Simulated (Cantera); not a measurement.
Mixture: 9.52 % CO, 0.324 % H₂, 5.05 % CH₄, 17.9 % O₂, 67.2 % N₂, at 0.710 bar, adiabatic and at constant pressure. Ignition delay is the time to a rise of 400 K.

Detailed kinetics in Cantera: GRI-Mech 3.0 (53 species, 325 reactions).

Problem. Predict: delay at 1125 K; delay at 1275 K; delay at 1425 K; delay at 1575 K; delay at 1725 K; apparent activation energy between 1575 and 1725 K.

Solution. 
- delay at 1125 K: 67.7 ms
- delay at 1275 K: 9.06 ms
- delay at 1425 K: 1.71 ms
- delay at 1575 K: 0.502 ms
- delay at 1725 K: 0.195 ms
- apparent activation energy between 1575 and 1725 K: 140 kJ/mol
